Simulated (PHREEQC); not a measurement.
Consider water at 20 °C with 0.0064 mol H2SO4 and 0.00034 mol MnSO4 per kg of water. Closed to the air; pH follows from the charge balance.

Equilibrium calculation in PHREEQC: Pitzer model, pitzer.dat.

| quantity | before | after |
|---|---|---|
| pH | 2.04 | 1.88 |
| ionic strength (mol/kgw) | 0.0160 | 0.0222 |
| SO4-2 (mol/kgw) | 0.00448 | 0.00596 |
| HSO4- (mol/kgw) | 0.00226 | 0.00398 |

Problem. Name the change that produced these shifts.
A) H2SO4 replaced by NaHSO4 at the same molality
B) temperature from 20 to 50 °C
C) diluted 100-fold with water
D) MnSO4 replaced by Li2SO4 at the same molality
E) H2SO4 from 0.0064 to 0.0096 mol/kgw

Solution. E, H2SO4 from 0.0064 to 0.0096 mol/kgw

This is a speciation only: nothing precipitates in the calculation.
